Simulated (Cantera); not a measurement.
Diamond growth

A diamond (100) surface in a fixed gas of H2 with x(CH4) = 0.012, x(CH3) = 1.7e-05, at 950 K, 23000 Pa; coverages are run to steady state.

Cantera simulation using the Harris–Goodwin 1993 mechanism for the reconstructed diamond (100) surface; the numbers are that mechanism's predictions, not measurements.

```csv
x(H),growth (µm/h),θ c6HH,θ c6H*,θ c6*H,θ c6**,θ c6HM
0.0001,1.11,0.595,0.0121,0.287,0.00374,0.0787
0.0002,1.32,0.614,0.0130,0.307,0.00487,0.0466
0.00042,1.46,0.628,0.0135,0.321,0.00572,0.0246
0.00085,1.54,0.635,0.0139,0.328,0.00621,0.0128
0.0017,1.59,0.639,0.0141,0.332,0.00647,0.00659
0.0036,1.61,0.641,0.0142,0.334,0.00663,0.00316
0.0073,1.62,0.642,0.0144,0.335,0.00672,0.00157
0.015,1.63,0.643,0.0148,0.335,0.00680,0.000768
0.03,1.64,0.643,0.0155,0.334,0.00690,0.000386
```
θ: site fractions in the mechanism's names (c6HH fully hydrogenated, c6H* and c6*H radical sites, c6** diradical, c6HM methylated).
